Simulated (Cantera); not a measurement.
Feed: 1 mol BaF₂, 90 mol H₂, 8 mol H₂O, at 1475 K and 248 Torr.

Equilibrium computed with Cantera from the NASA thermochemical tables; the gas is ideal and each condensed phase is pure. Candidate condensed phases: Ba, BaF₂, BaO, Ba(OH)₂, H₂O; 27 gas species. Mutual solubility and eutectic melting of coexisting phases are not modelled. Equilibrium is a limit: real reactors are often held back by kinetics, nucleation or transport.

Base state: H₂ 0.918, H₂O 0.0813, HF 0.000530, Ba(OH)₂ 6.85e-5, BaF₂ 5.81e-5, H 2.16e-5 (mole fractions); condensed: BaF₂(s) + BaO(s).

### Question
What changes in the equilibrium state with this change: pressure from 248 Torr to 3.08 Torr?

### Answer
```tsv
species	before	after
H₂	0.918	0.911
H₂O	0.0813	0.0787
HF	0.000530	0.00468
BaF₂	5.81e-5	0.00468
BaF	2.69e-6	0.000219
H	2.16e-5	0.000193
BaOH	1.56e-6	1.39e-5
BaF₂(s), mol	0.968	0.297
BaO(s), mol	0.0190	0.212
```
